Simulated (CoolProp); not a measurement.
Propane along the isobar 5.85 bar: fugacity coefficient from the reference equation and from simpler models built on Tc = 369.9 K, pc = 42.51 bar, ω = 0.152; each cubic takes its own stable root.

Computed with CoolProp (reference Helmholtz-energy equation of state, Lemmon 2009).

```csv
T (K),phase,reference
195.1,liquid,0.02575
217,liquid,0.08902
238.8,liquid,0.2341
260.7,liquid,0.5072
282.5,gas,0.8908
304.4,gas,0.9140
326.3,gas,0.9310
348.1,gas,0.9438
370,gas,0.9536
391.8,gas,0.9614
413.7,gas,0.9676
435.5,gas,0.9727
457.4,gas,0.9768
```

Q: How far does each simpler model (van der Waals, Redlich-Kwong, Soave-Redlich-Kwong) lie from the reference over these 13 states: mean and median of the absolute difference, and the worst?

A: 
- van der Waals: mean 140.5 %, median 1.5 %, worst +990.9 % at 195.1 K and 5.85 bar
- Redlich-Kwong: mean 8.9 %, median 0.3 %, worst +32.1 % at 195.1 K and 5.85 bar
- Soave-Redlich-Kwong: mean 0.4 %, median 0.1 %, worst -2.3 % at 195.1 K and 5.85 bar

At some of these states van der Waals gives the other phase, because its saturation line lies elsewhere.
